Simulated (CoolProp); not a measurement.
Vinyl chloride at 298.15 K and 13.1 MPa is throttled through a valve to 8.17 MPa with no heat exchange. Each further row changes one setting.

Values from CoolProp's reference Helmholtz-energy equation of state, Thol 2022.

| case | temperature change (K) | final density (kg/m³) |
|---|---|---|
| as stated | +1.6 | 912 |
| outlet pressure 2.45 MPa | (withheld) | (withheld) |
| outlet pressure 10.6 MPa | (withheld) | (withheld) |

Problem. Fill in the missing entries.

Solution. 
- outlet pressure 2.45 MPa, temperature change (K): +3.3
- outlet pressure 2.45 MPa, final density (kg/m³): 898
- outlet pressure 10.6 MPa, temperature change (K): +0.8
- outlet pressure 10.6 MPa, final density (kg/m³): 918
